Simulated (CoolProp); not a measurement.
A simple Rankine cycle with R22: condensing at 308.15 K, boiler at 4 MPa, turbine inlet 372.7 K, turbine efficiency 0.6, pump efficiency 0.7, no recuperator. Each further row changes one setting.

Model: reference Helmholtz-energy equation of state, Kamei 1995, in CoolProp.

```json
[
 {"case": "as stated", "thermal efficiency (%)": "6.2", "net work (kJ/kg)": "[?]", "heat in (kJ/kg)": "190", "turbine exit temperature (K)": "314.2", "volume ratio over the turbine": "[?]"},
 {"case": "turbine inlet 392.7 K", "thermal efficiency (%)": "6.7", "net work (kJ/kg)": "14.3", "heat in (kJ/kg)": "214", "turbine exit temperature (K)": "339.3", "volume ratio over the turbine": "3.00"},
 {"case": "condensing temperature 300.15 K", "thermal efficiency (%)": "7.2", "net work (kJ/kg)": "14.3", "heat in (kJ/kg)": "200", "turbine exit temperature (K)": "305.4", "volume ratio over the turbine": "3.83"},
 {"case": "boiler pressure 2.8 MPa", "thermal efficiency (%)": "4.8", "net work (kJ/kg)": "10.1", "heat in (kJ/kg)": "[?]", "turbine exit temperature (K)": "338.9", "volume ratio over the turbine": "2.07"},
 {"case": "turbine efficiency 0.5", "thermal efficiency (%)": "4.8", "net work (kJ/kg)": "9.18", "heat in (kJ/kg)": "190", "turbine exit temperature (K)": "316.9", "volume ratio over the turbine": "3.17"}
]
```

### Question
Complete the blanks.

### Answer

- as stated, net work (kJ/kg): 11.7
- as stated, volume ratio over the turbine: 3.11
- boiler pressure 2.8 MPa, heat in (kJ/kg): 209
